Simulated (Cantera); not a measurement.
Charge: 1 mol SiHCl₃, 85 mol H₂, equilibrated at 577 °C and 13.3 mbar.

Method: chemical equilibrium by Gibbs-energy minimisation in Cantera with the NASA 1993 tables (ideal gas, pure condensed phases). Candidate condensed phases: Si; 19 gas species. The tables' values for SiCl₃ are old estimates; treat these amounts as uncertain. Rates play no part.

Q: What is the equilibrium state?

A: 
| Item | Value |
|---|---|
| x(H₂) | 0.988 |
| x(SiCl₄) | 0.00580 |
| x(HCl) | 0.00387 |
| x(SiHCl₃) | 0.00246 |
| x(SiH₂Cl₂) | 9.17e-5 |
| x(SiCl₃) | 3.84e-5 |
| x(SiCl₂) | 1.80e-5 |
| n(Si(s)) | 0.275 mol |
| gas amount | 86.28 mol |
